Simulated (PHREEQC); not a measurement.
A solution holds 0.14 mol Pb(NO3)2 per kg of water, at 89 °C. Closed to the air; pH follows from the charge balance.

All values are PHREEQC results (ion-association model, wateq4f.dat), not measurements.

Question: The ionic strength comes out as 0.304 mol/kgw. What activity coefficients do H+, Pb+2, PbNO3+, PbOH+, NO3- get?

Answer: H+ 0.76, Pb+2 0.24, PbNO3+ 0.70, PbOH+ 0.70, NO3- 0.62.

This is a speciation only: nothing precipitates in the calculation. Saturation is exceeded, for instance for Pb(OH)2; the values hold only as long as no solid forms. Away from 25 °C the constants follow the database's enthalpies or fits; those with neither stay at their 25 °C values.
